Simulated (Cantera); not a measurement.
## Nb2O5 + H2 (hydrogen reduction and annealing atmospheres)

Input: 1 mol Nb2O5, a varied amount of H2, at 0.000410 bar.

These are equilibrium values from Cantera (NASA tables, ideal gas, pure condensed phases), not measurements of a reactor. Candidate condensed phases: H2O, Nb, NbO, NbO2, Nb2O5; 12 gas species. Mutual solubility and eutectic melting of coexisting phases are not modelled. NbO: taken at fixed stoichiometry. Condensed phases not in the tables: the oxides between NbO2 and Nb2O5, N, O or C dissolved in the metal. Kinetics and transport are ignored.

Stable condensed phases:

```
T in K \ n(H2) in mol
          270  490  700  910 1100 1300 1600 1800 2000 2200 2400 2600
   1998     A    A    A    A    A    B    B    B    B    B    B    B
   1973     A    A    A    A    A    A    B    B    B    B    B    B
   1948     A    A    A    A    A    A    A    A    C    B    B    B
   1923     A    A    A    A    A    A    A    A    A    A    C    C
   1898     D    A    A    A    A    A    A    A    A    A    A    A
   1873     D    A    A    A    A    A    A    A    A    A    A    A
   1848     D    A    A    A    A    A    A    A    A    A    A    A
   1823     D    A    A    A    A    A    A    A    A    A    A    A
   1798     D    A    A    A    A    A    A    A    A    A    A    A
   1773     D    D    A    A    A    A    A    A    A    A    A    A
   1748     D    D    A    A    A    A    A    A    A    A    A    A
```

A: NbO; B: Nb; C: Nb + NbO; D: NbO + NbO2.
